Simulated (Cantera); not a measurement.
**Tantalum, niobium, vanadium and zirconium in process gases: Nb + NH3 + N2O**

Charge: 1 mol Nb, 0.46 mol NH3, 4.4 mol N2O, held at 1330 Pa.

Equilibrium computed with Cantera from the NASA thermochemical tables; the gas is ideal and each condensed phase is pure. Candidate condensed phases: H2O, Nb, NbO, NbO2, Nb2O5; 27 gas species. Condensed phases not in the tables: the oxides between NbO2 and Nb2O5. Rates play no part.

```tsv
T (°C)	x N2	x H2O	x O2	x O	x OH	x NbO2	x H	x NO	x H2	n Nb2O5(l)
1525	0.779	0.115	0.100	0.000327	0.00179	1.42e-7	3.94e-5	0.00283	0.000167	0.500
1625	0.778	0.114	0.0991	0.000799	0.00315	1.46e-6	0.000136	0.00389	0.000403	0.500
1725	0.777	0.112	0.0976	0.00178	0.00522	1.17e-5	0.000413	0.00515	0.000886	0.500
1825	0.774	0.109	0.0955	0.00367	0.00817	7.62e-5	0.00113	0.00662	0.00179	0.500
1925	0.769	0.104	0.0928	0.00704	0.0121	0.000413	0.00279	0.00825	0.00334	0.499
2025	0.760	0.0967	0.0893	0.0127	0.0170	0.00191	0.00629	0.0100	0.00575	0.494
2125	0.744	0.0851	0.0853	0.0217	0.0225	0.00770	0.0129	0.0118	0.00897	0.476
2225	0.710	0.0687	0.0813	0.0354	0.0276	0.0275	0.0239	0.0135	0.0123	0.411
```
x: gas mole fraction; n: condensed amount in mol.

From 1525 °C to 2225 °C the condensed part is Nb2O5(l). The main Nb-bearing gas is NbO2 throughout.
